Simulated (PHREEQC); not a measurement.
Make-up at 72 °C: 0.00011 mol/kgw CaSO4, 0.013 mol/kgw K3PO4, 7.1e-05 mol/kgw NH4Cl, 0.13 mol/kgw (NH4)2SO4 and 0.021 mol/kgw HBr. Closed to the air; pH follows from the charge balance.

The numbers come from PHREEQC with the ion-association model, wateq4f.dat.

No solid was allowed to form.

### Question
Order these S species by the share of S that they hold, largest first: KSO4-, SO4-2, NH4SO4-.

### Answer
SO4-2 (59 %), NH4SO4- (36 %), KSO4- (5.4 %)

### Question
Order these Ca species by the share of Ca that they hold, largest first: CaH2PO4+, CaSO4, CaHPO4, Ca+2.

### Answer
CaSO4 (46 %), Ca+2 (41 %), CaHPO4 (7.6 %), CaH2PO4+ (5.7 %)

The pH is 6.11 and the ionic strength 0.323 mol/kgw. H3PO4, which wateq4f.dat lacks, is added to it with the constant of phreeqc.dat. Constants without temperature data keep their 25 °C values here.
